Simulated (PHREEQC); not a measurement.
Consider water at 25 °C with 0.045 mol/kgw HF, 0.033 mol/kgw NH4HF2 and 0.0014 mol/kgw H4SiO4. Closed to the air; pH follows from the charge balance.

Equilibrium calculation in PHREEQC: ion-association model, phreeqc.dat.

```csv
quantity,before,after
pH,2.70,1.74
ionic strength (mol/kgw),0.0367,0.0558
HF (mol/kgw),0.0637,0.424
F- (mol/kgw),0.0261,0.0196
HF2- (mol/kgw),0.00638,0.0319
NH3 (mol/kgw),7.78e-9,8.11e-10
SI of Quartz (SiO2),-8.55,-11.63
```

**Question.** Which change was made?
(A) H4SiO4 from 0.0014 to 0.00014 mol/kgw
(B) HF from 0.045 to 0.45 mol/kgw
(C) NH4HF2 from 0.033 to 0.33 mol/kgw
(D) HF replaced by NaF at the same molality
(E) 0.009 mol/kgw KOH added

**Answer.** B, HF from 0.045 to 0.45 mol/kgw

No solid was allowed to form. SiF6-2 is the database's only silicon fluoride.
